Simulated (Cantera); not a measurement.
A Cantera script and what it prints.

```python
import numpy as np
import cantera as ct

gas_names = [...]  # 113 gases of nasa_gas.yaml made of C, H, O, Pb
cond_names = """
    C(gr) C6H6(L) C7H8(L) C8H18(L),n-octa H2O(s) H2O(L) Pb(cr) Pb(L) PbO(rd) PbO(yw) PbO(L) PbO2(s)
    Pb3O4(s)
""".split()


# ... load() reads the species with a 1 bar reference pressure and builds the phases ...
atoms = {
    'PbO': {'Pb': 1, 'O': 1},
    'C': {'C': 1},
    'H2': {'H': 2},
    'CO': {'C': 1, 'O': 1},
}
top_T = {'C(gr)': 4500, 'Pb3O4(s)': 820}  # K; cautious upper limits of use, not melting points


# ... equilibrate(T, P, feed) seeds the gas with the atoms and calls Mixture.equilibrate('TP', solver="vcs", rtol=1e-11, max_steps=5000) ...
results = []
feed = {'PbO': 1, 'C': 7.3, 'H2': 0.1, 'CO': 3}  # mol
P = 360000  # Pa
for T in [1423, 1573, 1723, 1873, 2023, 2173, 2323, 2473, 2623]:
    mix = equilibrate(T, P, feed)
    results.append((T, P, feed, dict(zip(mix.species_names, mix.species_moles))))

top = {s: max(r[3][s] / sum(r[3][g] for g in gas_names) for r in results) for s in gas_names}
cols = sorted((s for s in top if top[s] > 0.0001), key=lambda s: -top[s])[:7]
seen = [c for c in cond_names if any(r[3].get(c, 0) > 1e-12 for r in results)]
print("log10 of partial pressures in bar; condensed amounts in mol")
print(f"{'T/K':>10s}" + "".join(f"{s[:9]:>10s}" for s in cols + seen))
for T, P, feed, n in results:
    ng = sum(n[g] for g in gas_names)
    print(f"{T:10.4g}" + "".join(f"{np.log10(max(n[s] / ng * P / 1e5, 1e-99)):10.3f}" for s in cols)
          + "".join(f"{n.get(c, 0):10.4g}" for c in seen))
```

Result:

```
log10 of partial pressures in bar; condensed amounts in mol
       T/K        CO        Pb        H2       CO2         H       Pb2 C2H2,acet     C(gr)     Pb(L)
      1423     0.542    -1.951    -1.061    -1.782    -5.708    -5.553    -6.525      6.32    0.9873
      1573     0.539    -1.319    -1.063    -2.366    -4.923    -4.504    -5.749     6.305    0.9446
      1723     0.526    -0.799    -1.077    -2.865    -4.277    -3.646    -5.120     6.302    0.8104
      1873     0.490    -0.365    -1.113    -3.329    -3.747    -2.930    -4.619     6.301    0.4389
      2023     0.451    -0.154    -1.153    -3.737    -3.298    -2.640    -4.202       6.3         0
      2173     0.451    -0.153    -1.156    -4.019    -2.895    -2.755    -3.812       6.3         0
      2323     0.451    -0.153    -1.162    -4.261    -2.544    -2.859    -3.477     6.299         0
      2473     0.451    -0.153    -1.174    -4.471    -2.239    -2.954    -3.190     6.298         0
      2623     0.450    -0.153    -1.194    -4.654    -1.972    -3.041    -2.945     6.297         0
```

Cantera equilibrium calculation (NASA polynomials, part measured and part estimated; ideal gas, pure solids and liquids).
